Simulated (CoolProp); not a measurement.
Properties of 1-butene along the isobar 1.01 bar.

Model: reference Helmholtz-energy equation of state, Lemmon 2005, in CoolProp. It is a short technical equation, of lower accuracy than the large ones.

| T (K) | phase | cp (kJ/(kg K)) | speed of sound (m/s) |
|---|---|---|---|
| 331.8 | gas | 1.674 | 228.8 |
| 339.8 | gas | 1.703 | 231.6 |
| 347.9 | gas | 1.733 | 234.4 |
| 355.9 | gas | 1.763 | 237.1 |
| 364 | gas | 1.793 | 239.8 |
| 372 | gas | 1.823 | 242.4 |
| 380.1 | gas | 1.854 | 245.0 |
| 388.1 | gas | 1.885 | 247.5 |
| 396.2 | gas | 1.916 | 250.1 |
| 404.2 | gas | 1.947 | 252.6 |
| 412.3 | gas | 1.978 | 255.0 |
| 420.3 | gas | 2.009 | 257.5 |
| 428.4 | gas | 2.040 | 259.9 |
